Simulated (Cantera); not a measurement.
An isothermal, constant-pressure homogeneous reactor starts with CH₄ : H₂ = 0.023 : 1 (molar parts), at 1973 K and 66.0 Torr. Integrator tolerance rtol = 1e-08.

Cantera simulation using GRI-Mech 3.0 (53 species, 325 reactions); the numbers are that mechanism's predictions, not measurements. GRI-Mech 3.0 stops at C3 and has no aromatics, soot or wall deposition, so with more carbon than oxygen in the feed, carbon stays in small species such as C2H2 where larger ones or solid carbon would form.

Question: What does this change do: temperature 1973 to 1550 K?

Answer: 
| quantity | before | after |
|---|---|---|
| x(CH₄) at 30.0 s | 0.000161 (gas-phase equilibrium 0.000161) | 0.00635 (gas-phase equilibrium 0.00408) |
| x(H₂) at 30.0 s | 0.984 (gas-phase equilibrium 0.984) | 0.986 (gas-phase equilibrium 0.987) |
| x(C₂H₄) at 30.0 s | 7.35e-6 (gas-phase equilibrium 7.35e-6) | 0.000118 (gas-phase equilibrium 0.000134) |
| x(C₂H₆) at 30.0 s | 3.61e-10 (gas-phase equilibrium 3.61e-10) | 1.11e-7 (gas-phase equilibrium 6.93e-8) |
| x(C₂H₂) at 30.0 s | 0.0109 (gas-phase equilibrium 0.0109) | 0.00777 (gas-phase equilibrium 0.00886) |
| x(CH₂) at 30.0 s | 8.63e-8 (gas-phase equilibrium 8.63e-8) | 1.27e-9 (gas-phase equilibrium 8.45e-10) |
| x(CH₃) at 30.0 s | 1.47e-5 (gas-phase equilibrium 1.47e-5) | 1.37e-5 (gas-phase equilibrium 8.91e-6) |
